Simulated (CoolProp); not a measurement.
Computed with CoolProp (reference Helmholtz-energy equation of state, Thol 2019).

Question: Give the vapour pressure (kPa), liquid density (kg/m³), vapour Z, liquid viscosity (µPa s) of saturated n-pentane at 363.1, 367.1, 375.2 K.

Answer: 
```csv
T (K),p (kPa),liquid density (kg/m³),vapour Z,liquid viscosity (µPa s)
363.1,470,550,0.871,93.8
367.1,516,545,0.862,90.0
375.2,621,534,0.843,82.7
```

Viscosity comes from a separate model (Quiñones-Cisneros 2006), older than the equation that it now runs on, and unchecked against measurements.
